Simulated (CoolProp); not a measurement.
Vapour-liquid equilibrium of propylene (1) + dimethyl ether (2) at 0.0625 MPa; x and y are mole fractions of (1).

Computed with CoolProp (multi-fluid Helmholtz-energy mixture model, Lemmon 2013 and Wu 2011; pair parameters Bell 2016).

| x | bubble temperature, mixture model (K) | bubble temperature, Raoult's law (K) | y, mixture model | y, Raoult's law |
|---|---|---|---|---|
| 0.05 | ? | 236.1 | 0.154 | 0.128 |
| 0.15 | 231.2 | 232.8 | 0.379 | 0.335 |
| 0.25 | ? | 230.0 | 0.531 | 0.494 |
| 0.35 | 225.3 | 227.4 | 0.640 | 0.617 |
| 0.45 | 223.2 | 225.1 | ? | 0.714 |
| 0.55 | ? | 223.0 | 0.787 | 0.792 |
| 0.65 | 219.8 | 221.0 | ? | 0.855 |
| 0.75 | ? | 219.3 | 0.889 | 0.906 |
| 0.85 | 217.2 | 217.6 | ? | 0.949 |
| 0.95 | 216.0 | 216.2 | 0.978 | 0.984 |

Task: What belongs in the gaps?

Result: 
- 0.05, bubble temperature, mixture model (K): 235.4
- 0.25, bubble temperature, mixture model (K): 228.0
- 0.45, y, mixture model: 0.722
- 0.55, bubble temperature, mixture model (K): 221.4
- 0.65, y, mixture model: 0.841
- 0.75, bubble temperature, mixture model (K): 218.4
- 0.85, y, mixture model: 0.934

The largest gap from Raoult's law is -2.1 K in bubble temperature, at x = 0.35. No azeotrope shows between x = 0.05 and 0.95.

Pair parameters are fitted to limited data, so mixtures are less certain than the pure fluids.
